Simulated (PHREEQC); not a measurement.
**Acid mine or pickling water: speciation**

Synthetic water in mg/L, 25 °C, pH 3.03, pe 10.2:

```tsv
constituent	mg/L
Na	397
K	131
Ca	47.4
Mg	48.4
Cl	310
S(6) as SO4	1070
Cu(2)	6.06
Fe(3)	39.2
```

Na is adjusted to close the charge balance.
Valence states are taken as typed.

All values are PHREEQC results (ion-association model, phreeqc.dat), not measurements.

No solid was allowed to form.

Q: Estimate the ionic strength.

A: ionic strength 0.0381 mol/kgw.

Q: In which forms is Na present?

A: Na+ 98 %, NaSO4- 2.1 % of the Na.

Examples of supersaturated solids here: Jarosite-K, Hematite (slow to form). Others may be too.
